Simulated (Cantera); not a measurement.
A closed system holds: 1 mol C3H8, 4.1 mol CO2, at 1000 K and 133 Pa.

Cantera equilibrium calculation (NASA polynomials, part measured and part estimated; ideal gas, pure solids and liquids). Candidate condensed phases: C, C6H6, C7H8, C8H18, H2O; 110 gas species. Rates play no part.

Base state: CO 0.569, H2 0.332, CO2 0.0705, H2O 0.0286 (mole fractions); condensed: gas only.

Q: What changes in the equilibrium state with this change: CO2 from 4.1 to 0.81 mol?

A: 
```csv
species,before,after
H2,0.332,0.712
CO,0.569,0.288
H2O,0.0286,0.000108
CO2,0.0705,6.28e-5
CH4,4.87e-8,6.45e-5
"C(graphite), mol",0,2.19
```
